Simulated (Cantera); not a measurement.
Input: 1 mol SiH₂Cl₂, 0.5 mol N₂O, 0.61 mol H₂, 1.9 mol H₂O, equilibrated at 100000 Pa.

Equilibrium computed with Cantera from the NASA thermochemical tables; the gas is ideal and each condensed phase is pure. Candidate condensed phases: H₂O, NH₄Cl, Si, SiO₂, Si₂N₂O, Si₃N₄; 47 gas species. The tables hold silica as quartz up to 1696 K and as liquid above; real silica turns to tridymite and cristobalite and melts near 1996 K. Gases not in the tables: Si(OH)₄. Rates play no part.

Problem. At 1923 K, list the 6 most abundant gas species with their mole fractions, and the condensed phases.

Solution. H₂ 0.421, HCl 0.399, N₂ 0.0997, H₂O 0.0799, H 0.000611, Cl 0.000435. Condensed: SiO₂(condensed).
